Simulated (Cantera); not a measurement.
An isothermal, constant-pressure homogeneous reactor starts with CH₂O : O₂ : N₂ = 0.014 : 0.043 : 1 (molar parts), equivalence ratio 0.33, at 1375 K and 750 Torr. Integrator tolerance rtol = 1e-08.

Detailed kinetics in Cantera: GRI-Mech 3.0 (53 species, 325 reactions).

Q: What does this change do: temperature 1375 to 1100 K?

A: 
```tsv
quantity	before	after
x(CH₂O) at 200 s	<1e-12 (gas-phase equilibrium <1e-12)	<1e-12 (gas-phase equilibrium <1e-12)
x(O₂) at 200 s	0.0274 (gas-phase equilibrium 0.0273)	0.0274 (gas-phase equilibrium 0.0274)
x(C₂H₄) at 200 s	<1e-12 (gas-phase equilibrium <1e-12)	<1e-12 (gas-phase equilibrium <1e-12)
x(N₂O) at 200 s	1.75e-8 (gas-phase equilibrium 1.75e-8)	2.97e-9 (gas-phase equilibrium 2.79e-9)
x(NO) at 200 s	1.52e-6 (gas-phase equilibrium 0.000249)	4.03e-8 (gas-phase equilibrium 3.38e-5)
x(CO₂) at 200 s	0.0132 (gas-phase equilibrium 0.0132)	0.0132 (gas-phase equilibrium 0.0132)
x(C₂H₂) at 200 s	<1e-12 (gas-phase equilibrium <1e-12)	<1e-12 (gas-phase equilibrium <1e-12)
```
